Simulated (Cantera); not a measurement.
**Ammonia decomposition in nitride growth gas**

A perfectly stirred reactor is fed with NH₃ : N₂ = 1 : 0.11 (molar parts), at 1.80 bar; it is held at 1800 K, and followed from long to short residence time.

Cantera simulation using the gas-phase N/H chemistry of the illustrative SiF4/NH3 mechanism in the Surface Chemkin manual (1991); the numbers are that mechanism's predictions, not measurements. Walls and surfaces, which speed up NH3 decomposition in real reactors, are not modelled.

```csv
τ (s),x NH₃,x N₂,x N,x N₂H₄,x N₂H₂,x H₂,x NH
0.79,0.217,0.243,6.39e-8,8.82e-8,2.25e-7,0.540,1.39e-6
0.42,0.306,0.224,6.98e-8,1.51e-7,3.91e-7,0.469,1.67e-6
0.22,0.420,0.200,7.27e-8,2.45e-7,6.51e-7,0.379,1.93e-6
0.12,0.537,0.176,7.17e-8,3.54e-7,9.79e-7,0.287,2.12e-6
0.063,0.655,0.151,6.63e-8,4.76e-7,1.38e-6,0.194,2.24e-6
0.034,0.744,0.132,5.67e-8,5.84e-7,1.74e-6,0.123,2.24e-6
0.018,0.809,0.118,4.35e-8,6.76e-7,2.04e-6,0.0723,2.15e-6
0.0096,0.849,0.110,2.98e-8,7.46e-7,2.23e-6,0.0408,2.00e-6
0.0051,0.872,0.105,1.83e-8,7.94e-7,2.34e-6,0.0222,1.83e-6
0.0027,0.886,0.102,1.04e-8,8.16e-7,2.36e-6,0.0118,1.67e-6
```
x: mole fraction; the columns are a selection and need not sum to one.
